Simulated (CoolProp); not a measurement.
R152A at 495 K and 0.104 MPa flows at 0.57 m/s in a round tube of 12.7 mm bore and 45 µm roughness, fully developed (64/Re and Nu = 3.66 if laminar; Colebrook and Gnielinski if turbulent). Each further row changes one setting.

Computed with CoolProp (reference Helmholtz-energy equation of state, Outcalt 1996). It is a modified Benedict-Webb-Rubin equation, recast in Helmholtz form.

| case | Reynolds number | Darcy friction factor | pressure drop (Pa/m) | heat-transfer coefficient (W/(m² K)) | mass flow (kg/h) |
|---|---|---|---|---|---|
| as stated | 667 | 0.0960 | 2.06 | 9.59 | 0.435 |
| velocity 1.14 m/s | 1330 | 0.0480 | 4.11 | 9.59 | 0.871 |
| diameter 25.4 mm | 1330 | 0.0480 | 0.514 | 4.80 | 1.74 |

Viscosity comes from a separate model (Bell 2016), an estimate that may be off by 10 % or more. Thermal conductivity comes from a separate model (Krauss 1996).
